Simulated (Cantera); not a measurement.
**Oxide etching and cleaning by halides: B₂O₃ + HCl + F₂**

Feed: 1 mol B₂O₃, 48 mol HCl, 0.6 mol F₂, at 34.0 Pa.

Equilibrium computed with Cantera from the NASA thermochemical tables; the gas is ideal and each condensed phase is pure. Candidate condensed phases: B, B₂O₃, B₃O₃H₃, H₂O; 56 gas species. The tables' values for BOCl are old estimates; treat these amounts as uncertain. Rates play no part.

```tsv
T (K)	x HCl	x Cl	x H₂	x BOF	x HF	x HBO₂	x Cl₂	n B₂O₃(l)
898	0.965	0.000425	1.73e-10	0.000113	0.0135	9.66e-6	0.0121	0.893
998	0.963	0.00216	2.36e-9	0.00129	0.0151	9.23e-5	0.0111	0.887
1098	0.957	0.00730	2.48e-8	0.00726	0.0141	0.000618	0.00829	0.776
1198	0.947	0.0157	2.91e-7	0.0160	0.00807	0.00341	0.00391	0.516
1298	0.936	0.0217	4.46e-6	0.0212	0.00281	0.0115	0.00108	0.144
1398	0.931	0.0235	6.99e-5	0.0218	0.00216	0.0143	0.000241	0
1498	0.928	0.0253	0.000761	0.0213	0.00255	0.0137	6.54e-5	0
1598	0.917	0.0323	0.00420	0.0208	0.00298	0.0130	3.01e-5	0
1698	0.891	0.0490	0.0123	0.0201	0.00344	0.0123	2.26e-5	0
1798	0.847	0.0775	0.0255	0.0193	0.00393	0.0115	2.09e-5	0
1898	0.781	0.120	0.0436	0.0182	0.00446	0.0105	2.03e-5	0
```
x: gas mole fraction; n: condensed amount in mol.

From 898 K to 1298 K the condensed part is B₂O₃(l). From 1398 K to 1898 K nothing is condensed. The main B-bearing gas is BF₃ at 898 K and BOF at 1898 K.
